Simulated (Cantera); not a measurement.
# borazine + N2 + H2 + O2 (boron, boron nitride and boron oxide)

Input: 1 mol borazine, 6.1 mol N2, 1.2 mol H2, a varied amount of O2, equilibrated at 1350 °C and 21000 Pa.

Cantera equilibrium calculation (NASA polynomials, part measured and part estimated; ideal gas, pure solids and liquids). Candidate condensed phases: B, BN, B2O3, B3O3H3, H2O; 39 gas species. The feed counts by its element totals alone. Mutual solubility and eutectic melting of coexisting phases are not modelled. Gases not in the tables: H3BO3. Rates play no part.

From 1.1 mol O2 to 2.2 mol O2 the condensed part is BN(s) + B2O3(l). From 2.5 mol O2 to 5.7 mol O2 the condensed part is B2O3(l).

```csv
n(O2) (mol),x N2,x H2,x H2O,x O2,x HBO2,n BN(s),n B2O3(l)
1.1,0.616,0.374,0.00140,<1e-12,0.00539,1.56,0.671
1.2,0.618,0.372,0.00139,<1e-12,0.00537,1.42,0.737
1.4,0.623,0.368,0.00138,<1e-12,0.00535,1.16,0.870
1.6,0.627,0.363,0.00137,<1e-12,0.00532,0.891,1.00
1.9,0.634,0.357,0.00135,<1e-12,0.00529,0.491,1.20
2.2,0.640,0.351,0.00133,<1e-12,0.00525,0.0914,1.40
2.5,0.635,0.309,0.0296,3.27e-12,0.0248,0,1.34
2.9,0.630,0.240,0.0865,4.64e-11,0.0424,0,1.23
3.3,0.626,0.173,0.145,2.53e-10,0.0549,0,1.15
3.8,0.622,0.0899,0.220,2.13e-9,0.0675,0,1.07
4.3,0.618,0.00814,0.294,4.66e-7,0.0781,0,1.00
5,0.586,2.42e-5,0.285,0.0496,0.0769,0,0.983
5.7,0.555,1.63e-5,0.269,0.0980,0.0747,0,0.969
```
x: gas mole fraction; n: condensed amount in mol.
